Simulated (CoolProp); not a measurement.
The fluid at 298.15 K and 0.172 MPa flows at 0.18 m/s in a round tube of 50 mm bore and 0.25 µm roughness, fully developed (64/Re and Nu = 3.66 if laminar; Colebrook and Gnielinski if turbulent). The same conditions are run with several fluids, on thermodynamics alone (safety and materials aside).

The numbers come from the reference Helmholtz-energy equation of state of each fluid (oxygen: Schmidt 1985; ethane: Bücker 2006; R227EA: Lemmon 2016; ammonia: Gao 2020) in CoolProp.

Task: Rank oxygen, ethane, R227EA, ammonia by Reynolds number, highest first.

Result: R227EA (9650), ethane (2030), ammonia (1080), oxygen (973)

```
fluid    Darcy friction factor  pressure drop (Pa/m)  heat-transfer coefficient (W/(m² K))  mass flow (kg/h)
-------  ---------------------  --------------------  ------------------------------------  ----------------
oxygen                  0.0658                0.0474                                  1.93              2.83
ethane                  0.0315                0.0216                                  1.54              2.69
R227EA                  0.0312                 0.125                                  7.64              15.8
ammonia                 0.0595                0.0232                                  1.83              1.53
```

Transport values come from each fluid's own correlations; those of R227EA are estimates that may be off by 10 % or more.
